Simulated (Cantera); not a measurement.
A closed system holds: 1 mol Si3N4, 0.07 mol O2, 7.8 mol H2, equilibrated at 0.975 Torr.

Equilibrium computed with Cantera from the NASA thermochemical tables; the gas is ideal and each condensed phase is pure. Candidate condensed phases: H2O, Si, SiO2, Si2N2O, Si3N4; 35 gas species. Equilibrium is a limit: real reactors are often held back by kinetics, nucleation or transport.

### Question
At 1352 °C, list the 5 most abundant gas species with their mole fractions, and the condensed phases.

### Answer
H2 0.783, N2 0.201, SiO 0.0141, H 0.00173, Si 0.000125. Condensed: Si(s).
